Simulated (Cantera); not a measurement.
# Gas-phase reforming

An isothermal, constant-pressure homogeneous reactor starts with CH4 : H2O = 1 : 0.5 (molar parts), at 1350 K and 10.0 bar.

Model: GRI-Mech 3.0 (53 species, 325 reactions), integrated in Cantera. GRI-Mech 3.0 stops at C3 and has no aromatics, soot or wall deposition, so with more carbon than oxygen in the feed, carbon stays in small species such as C2H2 where larger ones or solid carbon would form.

```json
[
 {"t (s)": "0.000300", "x CH4": "0.667", "x H2O": "0.333", "x HO2": "<1e-12", "x O": "<1e-12", "x C2H4": "4.18e-7", "x CH2O": "1.28e-9", "x CO": "2.78e-11"},
 {"t (s)": "0.000634", "x CH4": "0.667", "x H2O": "0.333", "x HO2": "<1e-12", "x O": "<1e-12", "x C2H4": "1.22e-6", "x CH2O": "3.43e-9", "x CO": "1.82e-10"},
 {"t (s)": "0.00134", "x CH4": "0.667", "x H2O": "0.333", "x HO2": "<1e-12", "x O": "<1e-12", "x C2H4": "3.56e-6", "x CH2O": "8.69e-9", "x CO": "1.04e-9"},
 {"t (s)": "0.00283", "x CH4": "0.666", "x H2O": "0.333", "x HO2": "<1e-12", "x O": "<1e-12", "x C2H4": "1.16e-5", "x CH2O": "2.28e-8", "x CO": "5.91e-9"},
 {"t (s)": "0.00597", "x CH4": "0.666", "x H2O": "0.333", "x HO2": "<1e-12", "x O": "<1e-12", "x C2H4": "4.23e-5", "x CH2O": "6.30e-8", "x CO": "3.61e-8"},
 {"t (s)": "0.0126", "x CH4": "0.665", "x H2O": "0.333", "x HO2": "<1e-12", "x O": "<1e-12", "x C2H4": "0.000168", "x CH2O": "1.69e-7", "x CO": "2.32e-7"},
 {"t (s)": "0.0266", "x CH4": "0.663", "x H2O": "0.333", "x HO2": "<1e-12", "x O": "<1e-12", "x C2H4": "0.000645", "x CH2O": "3.60e-7", "x CO": "1.34e-6"},
 {"t (s)": "0.0563", "x CH4": "0.658", "x H2O": "0.332", "x HO2": "<1e-12", "x O": "<1e-12", "x C2H4": "0.00201", "x CH2O": "5.11e-7", "x CO": "5.72e-6"},
 {"t (s)": "0.119", "x CH4": "0.648", "x H2O": "0.331", "x HO2": "<1e-12", "x O": "<1e-12", "x C2H4": "0.00455", "x CH2O": "5.18e-7", "x CO": "1.75e-5"},
 {"t (s)": "0.251", "x CH4": "0.626", "x H2O": "0.327", "x HO2": "<1e-12", "x O": "<1e-12", "x C2H4": "0.00807", "x CH2O": "4.85e-7", "x CO": "5.07e-5"},
 {"t (s)": "0.531", "x CH4": "0.586", "x H2O": "0.320", "x HO2": "<1e-12", "x O": "<1e-12", "x C2H4": "0.0148", "x CH2O": "4.48e-7", "x CO": "0.000164"},
 {"t (s)": "1.12", "x CH4": "0.524", "x H2O": "0.311", "x HO2": "<1e-12", "x O": "<1e-12", "x C2H4": "0.0305", "x CH2O": "4.33e-7", "x CO": "0.000538"},
 {"t (s)": "2.37", "x CH4": "0.472", "x H2O": "0.302", "x HO2": "<1e-12", "x O": "<1e-12", "x C2H4": "0.0453", "x CH2O": "4.38e-7", "x CO": "0.00164"},
 {"t (s)": "5.00", "x CH4": "0.467", "x H2O": "0.296", "x HO2": "<1e-12", "x O": "<1e-12", "x C2H4": "0.0455", "x CH2O": "4.21e-7", "x CO": "0.00374"}
]
```
x: mole fraction; the columns are a selection and need not sum to one.

Equilibrium at this temperature and pressure: CH4 0.199, H2O 0.000695, HO2 <1e-12, O <1e-12, C2H4 0.000630, CH2O 5.50e-7, CO 0.199 (gas phase only).
